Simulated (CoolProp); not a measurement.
Saturation properties of hydrogen sulfide (Tc = 373.1 K, pc = 8999 kPa, ω = 0.101).

Model: reference Helmholtz-energy equation of state, Lemmon 2006, in CoolProp. It is a short technical equation, of lower accuracy than the large ones.

| T (K) | p (kPa) | enthalpy of vaporisation (kJ/kg) | surface tension (mN/m) |
|---|---|---|---|
| 252.7 | 537.9 | 494.8 | 20.0 |
| 255.5 | 592.1 | 490.7 | 19.5 |
| 258.3 | 650.2 | 486.5 | 18.9 |
| 261.1 | 712.5 | 482.3 | 18.4 |
| 263.9 | … | 477.9 | … |
| 266.7 | 850.3 | … | 17.3 |
| 269.6 | 929.0 | 468.8 | 16.7 |
| 272.4 | … | … | … |
| 275.2 | 1096 | 459.4 | 15.6 |
| 278 | 1187 | 454.5 | 15.1 |
| 280.8 | 1284 | 449.6 | 14.5 |

**Question.** What belongs in the gaps?

**Answer.** 
- 263.9, p (kPa): 779.1
- 263.9, surface tension (mN/m): 17.8
- 266.7, enthalpy of vaporisation (kJ/kg): 473.5
- 272.4, p (kPa): 1010
- 272.4, enthalpy of vaporisation (kJ/kg): 464.1
- 272.4, surface tension (mN/m): 16.2

It boils at 212.9 K under 1 atm.

Surface tension comes from a separate correlation (Mulero 2012).
